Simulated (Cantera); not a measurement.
**Catalytic stagnation flow on Pt**

A jet of 1.60 % CH4, 13.9 % O2, 84.5 % N2, equivalence ratio 0.23 at 300 K and 19.5 Torr hits a platinum plate 3.9 cm away at a mass flux of 0.054 kg/m²/s; the plate temperature is set and raised in steps from an oxygen-covered start.

Computed with Cantera and Deutschmann's 1995 Pt surface mechanism with GRI-Mech 3.0 gas chemistry. Catalytic surfaces can have several steady states; this one follows from the mechanism file's or the stated starting coverage.

| plate T (K) | wall x CH4 | wall x O2 | wall x H2O | wall x OH | wall x CO | wall x CO2 | θ free Pt | θ O* |
|---|---|---|---|---|---|---|---|---|
| 900 | 0.0130 | 0.133 | 0.00567 | 2.49e-8 | 5.62e-6 | 0.00369 | 0.254 | 0.746 |
| 950 | 0.0114 | 0.129 | 0.00859 | 8.45e-8 | 6.87e-6 | 0.00560 | 0.327 | 0.673 |
| 1000 | 0.00988 | 0.126 | 0.0114 | 2.43e-7 | 8.11e-6 | 0.00748 | 0.400 | 0.599 |
| 1050 | 0.00850 | 0.123 | 0.0140 | 6.07e-7 | 9.40e-6 | 0.00915 | 0.473 | 0.527 |
| 1100 | 0.00736 | 0.121 | 0.0161 | 1.37e-6 | 1.09e-5 | 0.0105 | 0.541 | 0.458 |
x: mole fraction at the wall; θ: surface coverage.
